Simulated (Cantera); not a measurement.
# SiF4 + NH3 + N2 (silicon nitride deposition)

Charge: 1 mol SiF4, 0.13 mol NH3, 9.5 mol N2.

Equilibrium computed with Cantera from the NASA thermochemical tables; the gas is ideal and each condensed phase is pure. Candidate condensed phases: Si, Si3N4; 37 gas species. The tables' values for SiF2, SiF3 are old estimates. Rates play no part.

Stable condensed phases:

```
T in K \ P in Pa
              5     13     36     98    260    710   1900   5100  14000  37000 100000
   1998       A      A      A      A      A      A      A      A      A      A      A
   1898       A      A      A      A      A      A      A      A      A      A      A
   1798       A      A      A      A      A      A      A      A      A      A      A
   1698       A      A      A      A      A      A      A      A      A      A      A
   1598       A      A      A      A      A      A      A      A      A      A      A
   1498       A      A      A      A      A      A      A      A      A      A      A
   1398       A      A      A      A      A      A      A      A      A      A      A
   1298       A      A      A      A      A      A      A      A      A      A      B
   1198       A      A      A      A      A      A      B      B      B      B      B
   1098       A      A      A      B      B      B      B      B      B      B      B
    998       B      B      B      B      B      B      B      B      B      B      B
```

A: gas only; B: Si3N4.
